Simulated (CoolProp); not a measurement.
Aqueous calcium chloride as a coolant, 12 % by mass, freezing at -7.7 °C, 1 atm.

Model: Melinder's fits for secondary coolants, in CoolProp.

```
T (°C)  Prandtl number  conductivity (W/(m K))  cp (kJ/(kg K))  viscosity (mPa s)
------  --------------  ----------------------  --------------  -----------------
-3                16.3                   0.549           3.448               2.59
4.7               12.7                   0.561           3.465               2.05
12.4              10.1                   0.573           3.483               1.66
20                8.27                   0.584           3.500               1.38
27.7              6.87                   0.597           3.518               1.17
35.4              5.80                   0.609           3.534              1.000
```
